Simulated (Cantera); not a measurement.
Source: NASA polynomial tables (part measured, part estimated), evaluated in Cantera. Values are per mole of reaction as written; species without (g) are pure solids or liquids, kept so even where they would boil at 1 bar.

Between 1525 and 1675 K, where is each reaction favourable under standard conditions?
- 2 SiCl2(g) + 2 C ⇌ Si2C(g) + CCl4(g)
- SiC2(g) + 2 Cl2(g) ⇌ SiCl4(g) + 2 C


- 2 SiCl2(g) + 2 C ⇌ Si2C(g) + CCl4(g): ΔG° is 799 kJ at 1525 K and 801 kJ at 1675 K; it stays positive (K < 1). ΔH° is 785 kJ and ΔS° -9 J/K at 1675 K.
- SiC2(g) + 2 Cl2(g) ⇌ SiCl4(g) + 2 C: ΔG° is -767 kJ at 1525 K and -719 kJ at 1675 K; it stays negative (K > 1). ΔH° is -1259 kJ and ΔS° -322 J/K at 1675 K.
